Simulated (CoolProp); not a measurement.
A single-stage vapour-compression cycle with n-perfluorobutane: evaporating at 241.15 K (dew point), condensing at 289.15 K (bubble point), superheat 5 K, subcooling 5 K, compressor efficiency 0.6, no pressure losses. Each further row changes one setting.

Model: reference Helmholtz-energy equation of state, Gao 2022, in CoolProp.

```json
[
 {"case": "as stated", "cooling COP": "___", "pressure ratio": "7.87", "discharge temperature (K)": "289.1", "refrigerating effect (kJ/kg)": "63.9", "volumetric capacity (kJ/m³)": "190"},
 {"case": "evaporating temperature 246.15 K", "cooling COP": "___", "pressure ratio": "___", "discharge temperature (K)": "289.1", "refrigerating effect (kJ/kg)": "67.8", "volumetric capacity (kJ/m³)": "___"},
 {"case": "condensing temperature 284.15 K", "cooling COP": "2.62", "pressure ratio": "6.60", "discharge temperature (K)": "284.1", "refrigerating effect (kJ/kg)": "69.5", "volumetric capacity (kJ/m³)": "207"},
 {"case": "subcooling 10 K", "cooling COP": "___", "pressure ratio": "7.87", "discharge temperature (K)": "289.1", "refrigerating effect (kJ/kg)": "69.5", "volumetric capacity (kJ/m³)": "207"},
 {"case": "superheat 15 K", "cooling COP": "___", "pressure ratio": "7.87", "discharge temperature (K)": "___", "refrigerating effect (kJ/kg)": "71.9", "volumetric capacity (kJ/m³)": "205"},
 {"case": "compressor efficiency 0.5", "cooling COP": "1.85", "pressure ratio": "7.87", "discharge temperature (K)": "290.8", "refrigerating effect (kJ/kg)": "63.9", "volumetric capacity (kJ/m³)": "190"}
]
```

**Question.** Complete the blanks.

**Answer.** 
- as stated, cooling COP: 2.22
- evaporating temperature 246.15 K, cooling COP: 2.66
- evaporating temperature 246.15 K, pressure ratio: 6.06
- evaporating temperature 246.15 K, volumetric capacity (kJ/m³): 258
- subcooling 10 K, cooling COP: 2.41
- superheat 15 K, cooling COP: 2.33
- superheat 15 K, discharge temperature (K): 295.6

The compression ends wet for: as stated; evaporating temperature 246.15 K; condensing temperature 284.15 K; subcooling 10 K.
